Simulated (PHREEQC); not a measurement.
PHREEQC input (ion-association model, wateq4f.dat):

```
SOLUTION_MASTER_SPECIES
  An  An-  0  An  62.0  # stands for a non-complexing anion
SOLUTION_SPECIES
  An- = An-
    -log_k 0
    -gamma 3.0 0
PHASES
  Fix_H+
    H+ = H+
    -log_k 0
SOLUTION 1
  temp 25
  units mmol/kgw
  pH 7 charge
  S(6) 0.014
  Cu(2) 0.014
  Na 50
  An 50
END
SELECTED_OUTPUT 1
  -reset false
  -pH true
  -pe true
  -ionic_strength true
  -water true
  -totals Cu Na S Cu(1) Cu(2) S(-2) S(6)
  -molalities Hfo_wOH Hfo_wOH2+ Hfo_wO- Hfo_sOH Hfo_sOH2+ Hfo_sO- Hfo_sOCu+ Hfo_wOCu+ Hfo_wSO4- Hfo_wOHSO4-2
  -saturation_indices Cu(OH)2 Brochantite Antlerite Mirabilite Chalcanthite
USER_PUNCH 1
  -headings sigma psi
  10 PUNCH EDL("sigma", "Hfo"), EDL("psi", "Hfo")
PRINT
  -reset false
USE solution 1
SURFACE 1
  Hfo_wOH 5.16854e-05 600 0.023
  Hfo_sOH 1.29213e-06
EQUILIBRIUM_PHASES 1
  Fix_H+ -4 HAn 10
    -force_equality true
  O2(g) -0.68 10
END
# ... the last block is repeated for the other 12 points of pH, with NaOH or the acid as the point needs
```

Selected output (columns that matter, 13 of 13 rows; pH added in front):

```
pH	mu	Cu	Na	S	m_Hfo_wOH	m_Hfo_wOH2+	m_Hfo_wO-	si_Cu(OH)2	si_Brochantite	si_Antlerite	si_Mirabilite	si_Chalcanthite	sigma	psi
4	0.050176	1.3964e-05	0.05	3.9722e-06	4.0212e-06	3.7621e-05	9.8463e-09	-5.8136	-17.82	-13.596	-7.4511	-8.3224	0.18878	0.13718
4.5	0.050094	1.373e-05	0.05	5.2739e-06	8.7621e-06	3.41e-05	5.1579e-08	-4.8208	-14.724	-11.493	-7.3263	-8.2049	0.16422	0.13013
5	0.050066	1.2851e-05	0.05	7.2836e-06	1.5956e-05	2.8449e-05	2.0501e-07	-3.8498	-11.699	-9.4389	-7.1855	-8.0931	0.136	0.12061
5.5	0.050051	1.0686e-05	0.05	9.6065e-06	2.4016e-05	2.0483e-05	6.4509e-07	-2.9309	-8.9026	-7.5618	-7.0651	-8.0538	0.11004	0.10998
6	0.050035	6.0487e-06	0.05	1.1449e-05	2.9282e-05	1.1435e-05	1.7177e-06	-2.1837	-6.8375	-6.2438	-6.9887	-8.2302	0.090859	0.10047
6.5	0.050032	2.2119e-06	0.05001	1.2696e-05	3.051e-05	5.4067e-06	3.9442e-06	-1.6624	-5.7074	-5.635	-6.9435	-8.6639	0.075172	0.09119
7	0.050034	8.7366e-07	0.050018	1.3558e-05	2.9509e-05	2.8309e-06	7.0469e-06	-1.3295	-5.3472	-5.6078	-6.9148	-9.3025	0.056245	0.077378
7.5	0.050037	7.3731e-07	0.050023	1.3909e-05	2.7991e-05	1.8363e-06	9.775e-06	-1.1365	-5.5643	-6.0178	-6.9036	-10.098	0.035948	0.057564
8	0.050039	8.7975e-07	0.050026	1.3986e-05	2.665e-05	1.3797e-06	1.1792e-05	-1.0176	-6.0861	-6.6585	-6.9012	-10.977	0.018703	0.034068
8.5	0.050043	1.0599e-06	0.050031	1.3998e-05	2.5509e-05	1.1132e-06	1.3391e-05	-0.931	-6.7394	-7.3984	-6.9008	-11.89	0.0045583	0.0088801
9	0.050052	1.263e-06	0.050042	1.4e-05	2.4406e-05	9.1604e-07	1.4896e-05	-0.8539	-7.4311	-8.1672	-6.9006	-12.813	-0.0087492	-0.016825
9.5	0.05008	1.5341e-06	0.05007	1.4e-05	2.3119e-05	7.3615e-07	1.6633e-05	-0.7693	-8.0929	-8.9135	-6.9002	-13.729	-0.024055	-0.042178
10	0.050165	1.9563e-06	0.050157	1.4e-05	2.1427e-05	5.5574e-07	1.8926e-05	-0.6639	-8.6714	-9.5975	-6.8991	-14.623	-0.044315	-0.066486
```

The database's constant for dissolved Cu(OH)2 is higher than later reviews accept.
